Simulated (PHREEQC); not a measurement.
Solution (25 °C): 0.00048 mol HF and 0.019 mol NH4HF2 per kg of water. Closed to the air; pH follows from the charge balance.

Model: ion-association model, phreeqc.dat, run in PHREEQC.

Precipitation was switched off in this run.

Q: What pH, ionic strength does the model give?

A: pH 3.14; ionic strength 0.0198 mol/kgw.

Q: In which forms is F present?

A: F- 48 %, HF 45 %, HF2- 6.5 % of the F.

Species that the database lacks are ignored.
